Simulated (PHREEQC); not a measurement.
Acid mine or pickling water

Model water analysis in mg/L, 85 °C, pH 3.29, pe 12.8:

```
constituent   mg/L
-----------  -----
Na             240
K             99.4
Ca             106
Mg            6.89
Cl             250
S(6) as SO4    640
Al             8.4
Cu(2)        0.418
N(5) as NO3   16.4
```

Valence states are taken as typed.

Equilibrium calculation in PHREEQC: ion-association model, phreeqc.dat.

ionic strength: 0.0248 mol/kgw
specific conductance: 5690 µS/cm
total alkalinity: -1.25 meq/kg
charge-balance error: 1.1 %

```json
[
 {"species": "Na+", "molality": "0.0103", "activity": "0.00870", "log γ": "-0.073"},
 {"species": "Cl-", "molality": "0.00706", "activity": "0.00593", "log γ": "-0.076"},
 {"species": "SO4-2", "molality": "0.00467", "activity": "0.00240", "log γ": "-0.288"},
 {"species": "K+", "molality": "0.00245", "activity": "0.00205", "log γ": "-0.076"},
 {"species": "Ca+2", "molality": "0.00200", "activity": "0.00104", "log γ": "-0.283"},
 {"species": "HSO4-", "molality": "0.000673", "activity": "0.000567", "log γ": "-0.074"},
 {"species": "CaSO4", "molality": "0.000643", "activity": "0.000647", "log γ": "0.002"},
 {"species": "H+", "molality": "0.000591", "activity": "0.000513", "log γ": "-0.061"},
 {"species": "NO3-", "molality": "0.000265", "activity": "0.000221", "log γ": "-0.078"},
 {"species": "AlSO4+", "molality": "0.000223", "activity": "0.000188", "log γ": "-0.073"},
 {"species": "NaSO4-", "molality": "0.000169", "activity": "0.000144", "log γ": "-0.071"},
 {"species": "MgSO4", "molality": "0.000147", "activity": "0.000148", "log γ": "0.002"},
 {"species": "Mg+2", "molality": "0.000137", "activity": "7.24e-5", "log γ": "-0.276"}
]
```

This is a speciation only: nothing precipitates in the calculation. Complexes and solids missing from the database can't appear. Constants without temperature data keep their 25 °C values here.
